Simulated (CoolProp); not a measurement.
Tetradecamethylhexasiloxane (MD4M) along the isotherm 420.1 K: Z from the reference equation and from simpler models built on Tc = 653.2 K, pc = 8.286 bar, ω = 0.800; each cubic takes its own stable root.

Computed with CoolProp (reference Helmholtz-energy equation of state, Thol 2019).

```tsv
p (bar)	phase	reference	van der Waals	Redlich-Kwong	Soave-Redlich-Kwong	Peng-Robinson
0.262	liquid	___	0.9732	0.9623	0.005093	0.004527
0.596	liquid	0.01022	0.9368	0.01278	0.01158	0.01030
1.36	liquid	0.02330	0.04265	___	___	___
3.09	liquid	0.05291	0.09627	0.06592	0.05995	0.05330
7.03	liquid	0.1202	0.2161	0.1489	0.1360	0.1210
16	liquid	0.2726	0.4801	0.3340	___	0.2741
36.4	liquid	0.6157	1.052	0.7401	0.6926	0.6176
82.9	liquid	1.382	___	1.619	1.546	1.382
```

Fill in the missing entries.


- 0.262, reference: 0.004491
- 1.36, Redlich-Kwong: 0.02911
- 1.36, Soave-Redlich-Kwong: 0.02642
- 1.36, Peng-Robinson: 0.02348
- 16, Soave-Redlich-Kwong: 0.3079
- 82.9, van der Waals: 2.283

At some of these states van der Waals, Redlich-Kwong gives the other phase, because its saturation line lies elsewhere.
